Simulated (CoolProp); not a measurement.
Saturation properties of benzene (Tc = 562.0 K, pc = 49.06 bar, ω = 0.211).

Model: reference Helmholtz-energy equation of state, Thol 2012, in CoolProp.

```csv
T (K),p (bar),liquid density (kg/m³),vapour Z,liquid viscosity (µPa s),vapour viscosity (µPa s)
423.9,5.913,728.4,0.8828,173,10.5
429.4,6.601,721.1,0.8736,165,10.6
434.8,7.333,713.9,0.8640,158,?
440.3,8.138,706.4,0.8539,151,10.9
445.7,8.990,?,0.8434,145,11.0
451.1,9.907,691.1,0.8324,139,11.2
456.6,10.91,683.1,0.8208,133,11.3
462,11.96,675.0,0.8088,128,11.4
467.5,13.11,666.6,0.7960,122,11.6
472.9,14.32,658.0,0.7828,117,11.7
478.3,15.61,?,0.7690,112,?
483.8,17.00,?,0.7543,107,?
489.2,18.46,630.5,0.7391,102,12.2
494.7,20.04,?,0.7228,97.9,12.4
```

### Question
Fill in the missing entries.

### Answer

- 434.8, vapour viscosity (µPa s): 10.8
- 445.7, liquid density (kg/m³): 698.8
- 478.3, liquid density (kg/m³): 649.3
- 478.3, vapour viscosity (µPa s): 11.9
- 483.8, liquid density (kg/m³): 640.0
- 483.8, vapour viscosity (µPa s): 12.0
- 494.7, liquid density (kg/m³): 620.5

It boils at 353.2 K under 1 atm.

Viscosity comes from a separate model (Avgeri 2014).
